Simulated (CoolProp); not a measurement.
Saturation properties of n-pentane.

Values from CoolProp's reference Helmholtz-energy equation of state, Thol 2019.

```
T (K)   p (MPa)  liquid density (kg/m³)  vapour density (kg/m³)  vapour viscosity (µPa s)  liquid conductivity (mW/(m K))
-----  --------  ----------------------  ----------------------  ------------------------  ------------------------------
242.6  0.004938                   674.0                  0.1774                      5.47                             133
252    0.008482                   665.4                  0.2941                      5.68                             130
261.3   0.01385                   656.7                  0.4648                      5.89                             126
270.7   0.02185                   647.9                  0.7106                      6.10                             122
280     0.03311                   639.0                   1.047                      6.30                             119
289.4   0.04884                   629.8                   1.504                      6.50                             115
298.7   0.06976                   620.6                   2.097                      6.69                             112
308     0.09721                   611.2                   2.861                      6.88                             108
317.4    0.1329                   601.5                   3.838                      7.06                             105
326.7    0.1775                   591.6                   5.044                      7.23                             102
```

It boils at 309.2 K under 1 atm.

Viscosity comes from a separate model (Quiñones-Cisneros 2006), older than the equation that it now runs on, and unchecked against measurements. Thermal conductivity comes from a separate model (Vassiliou 2015).
